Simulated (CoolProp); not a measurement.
Values from CoolProp's reference Helmholtz-energy equation of state, Lemmon 2005. It is a short technical equation, of lower accuracy than the large ones.

**Question.** For isobutene, give the phase and the density (kg/m³), cp (kJ/(kg K)), cv (kJ/(kg K)), speed of sound (m/s) at 358.7 K and 0.179 MPa.

**Answer.** 
- 358.7 K and 0.179 MPa: gas; density 3.46, cp 1.86, cv 1.69, speed of sound 235
